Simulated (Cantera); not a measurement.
A Cantera script and its output.

```python
import numpy as np
import cantera as ct

gas = ct.Solution("gri30.yaml", transport_model="multicomponent")
show = ['H2', 'CO2', 'N2']

rows = []
print(f"{'T/K':>7s}{'rho':>11s}{'cp':>10s}{'mu':>11s}{'lambda':>11s}{'Pr':>7s}" + "".join(f"{'D_' + s:>11s}" for s in show))
for T in [400, 650, 900, 1150, 1400, 1650]:
    gas.TPX = T, 13332, {'N2O': 0.38}
    Pr = gas.cp_mass * gas.viscosity / gas.thermal_conductivity
    D = [gas.mix_diff_coeffs_mole[gas.species_index(s)] for s in show]
    rows.append([gas.density, gas.cp_mass, gas.viscosity, gas.thermal_conductivity, Pr, *D])
    print(f"{T:7g}{gas.density:11.4e}{gas.cp_mass:10.1f}{gas.viscosity:11.4e}"
          f"{gas.thermal_conductivity:11.4e}{Pr:7.3f}" + "".join(f"{d:11.4e}" for d in D))
print("SI units: kg/m3, J/kg/K, Pa s, W/m/K, m2/s")
```

Output:

```
    T/K        rho        cp         mu     lambda     Pr       D_H2      D_CO2       D_N2
    400 1.7643e-01     970.3 1.9459e-05 2.5299e-02  0.746 8.1972e-04 1.4600e-04 2.0038e-04
    650 1.0857e-01    1126.8 2.9093e-05 4.4078e-02  0.744 1.8713e-03 3.5509e-04 4.6901e-04
    900 7.8415e-02    1226.6 3.7113e-05 6.1443e-02  0.741 3.2278e-03 6.2962e-04 8.1702e-04
   1150 6.1368e-02    1285.1 4.4145e-05 7.6847e-02  0.738 4.8551e-03 9.6053e-04 1.2348e-03
   1400 5.0410e-02    1326.8 5.0510e-05 9.1048e-02  0.736 6.7308e-03 1.3422e-03 1.7161e-03
   1650 4.2772e-02    1359.1 5.6394e-05 1.0437e-01  0.734 8.8387e-03 1.7710e-03 2.2568e-03
SI units: kg/m3, J/kg/K, Pa s, W/m/K, m2/s
```

Cantera simulation using GRI-Mech 3.0 (53 species, 325 reactions); the numbers are that mechanism's predictions, not measurements. The composition is frozen, though it would react at the higher temperatures.
